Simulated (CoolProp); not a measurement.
Values from CoolProp's reference Helmholtz-energy equation of state, Zhou 2012.

**Question.** For m-xylene, give the phase and the density (kg/m³), speed of sound (m/s), Joule-Thomson coefficient (K/MPa), expansivity (1/kK) at 54.65 °C and 193 bar; 121.15 °C and 193 bar; 287.45 °C and 193 bar.

**Answer.** 
- 54.65 °C and 193 bar: liquid; density 850, speed of sound 1310, Joule-Thomson coefficient -0.457, expansivity 0.932
- 121.15 °C and 193 bar: liquid; density 796, speed of sound 1080, Joule-Thomson coefficient -0.372, expansivity 1.02
- 287.45 °C and 193 bar: liquid; density 648, speed of sound 651, Joule-Thomson coefficient -0.0835, expansivity 1.54
